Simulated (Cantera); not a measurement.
Charge: 1 mol Si, 2.3 mol Cl2, 1.6 mol H2, equilibrated at 927 °C and 101000 Pa.

Method: chemical equilibrium by Gibbs-energy minimisation in Cantera with the NASA 1993 tables (ideal gas, pure condensed phases). Candidate condensed phases: Si; 19 gas species. The tables' values for SiCl3 are old estimates; treat these amounts as uncertain. Kinetics and transport are ignored.

Base state: H2 0.428, SiCl4 0.323, HCl 0.228, SiHCl3 0.0165, SiCl3 0.00370, SiCl2 0.000371, SiH2Cl2 0.000111 (mole fractions); condensed: gas only.

Task: What changes in the equilibrium state with this change: pressure from 101000 Pa to 29000 Pa?

Result: 
| species | before | after |
|---|---|---|
| H2 | 0.428 | 0.425 |
| SiCl4 | 0.323 | 0.319 |
| HCl | 0.228 | 0.231 |
| SiCl3 | 0.00370 | 0.00670 |
| SiHCl3 | 0.0165 | 0.0160 |
| SiCl2 | 0.000371 | 0.00123 |
| SiH2Cl2 | 0.000111 | 0.000105 |
